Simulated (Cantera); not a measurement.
Feed: 1 mol SiC, a varied amount of Si, 0.53 mol H₂, at 2273 K and 1000 Pa.

These are equilibrium values from Cantera (NASA tables, ideal gas, pure condensed phases), not measurements of a reactor. Candidate condensed phases: C, C₆H₆, C₇H₈, C₈H₁₈, Si, SiC; 87 gas species. Mutual solubility and eutectic melting of coexisting phases are not modelled. Gases not in the tables: Si₂H₆ and higher silanes. Kinetics and transport are ignored.

**Question.** Which condensed phases are stable at each of these points (n(Si) (mol)): 0.0018, 0.0033, 0.0059, 0.011, 0.02, 0.036, 0.066?

**Answer.** 
```tsv
n(Si) (mol)	condensed phases	Si condensed (%)
0.0018	SiC(s)	99.3
0.0033	SiC(s)	99.2
0.0059	SiC(s)	99.1
0.011	SiC(s)	98.7
0.02	SiC(s)	97.8
0.036	SiC(s)	96.3
0.066	Si(l) + SiC(s)	94.9
```

From 0.0018 mol Si to 0.036 mol Si the condensed part is SiC(s). At 0.066 mol Si the condensed part is Si(l) + SiC(s).
